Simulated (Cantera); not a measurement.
A closed system holds: 1 mol Ca(OH)2, 0.38 mol C, 0.037 mol H2O, held at 973 K and 1.80 bar.

Method: chemical equilibrium by Gibbs-energy minimisation in Cantera with the NASA 1993 tables (ideal gas, pure condensed phases). Candidate condensed phases: C, C6H6, C7H8, C8H18, Ca, CaCO3, CaO, Ca(OH)2, H2O; 115 gas species. Rates play no part.

Base state: H2 0.659, H2O 0.294, CO 0.0240, CO2 0.0172, CH4 0.00605 (mole fractions); condensed: CaCO3(calcite) + CaO(s).

Task: What changes in the equilibrium state with this change: temperature from 973 K to 500 K?

Result: 
```json
[
 {"species": "CH4", "before": "0.00605", "after": "0.973"},
 {"species": "H2", "before": "0.659", "after": "0.0264"},
 {"species": "H2O", "before": "0.294", "after": "5.63e-5"},
 {"species": "CO", "before": "0.0240", "after": "<1e-9"},
 {"species": "CO2", "before": "0.0172", "after": "<1e-9"},
 {"species": "CaCO3(calcite), mol", "before": "0.329", "after": "0.191"},
 {"species": "CaO(s), mol", "before": "0.671", "after": "0.154"},
 {"species": "Ca(OH)2(s), mol", "before": "0", "after": "0.654"}
]
```

Task: What changes in the equilibrium state with this change: temperature from 973 K to 550 K?

Result: 
```tsv
species	before	after
CH4	0.00605	0.917
H2	0.659	0.0822
H2O	0.294	0.000563
CO2	0.0172	1.14e-9
CO	0.0240	2.87e-9
CaCO3(calcite), mol	0.329	0.194
CaO(s), mol	0.671	0.157
Ca(OH)2(s), mol	0	0.649
```
